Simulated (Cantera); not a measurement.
## Thermodynamics of fluorocarbon and chlorocarbon gases, feed CHF₃ + CH₄ + H₂

A closed system holds: 1 mol CHF₃, 0.024 mol CH₄, 2.1 mol H₂, at 1750 °C and 488 Torr.

Equilibrium computed with Cantera from the NASA thermochemical tables; the gas is ideal and each condensed phase is pure. Candidate condensed phases: C, C₆H₆, C₇H₈, C₈H₁₈; 95 gas species. Rates play no part.

| Property | Result |
|---|---|
| x(HF) | 0.723 |
| x(H₂) | 0.276 |
| x(H) | 0.00124 |
| x(C₂H₂ (acetylene)) | 0.000247 |
| x(CH₄) | 1.97e-5 |
| x(H₂F₂) | 2.61e-6 |
| x(CH₃) | 1.75e-6 |
| x(F) | 1.46e-6 |
| n(C(graphite)) | 1.02 mol |
| gas amount | 4.150 mol |
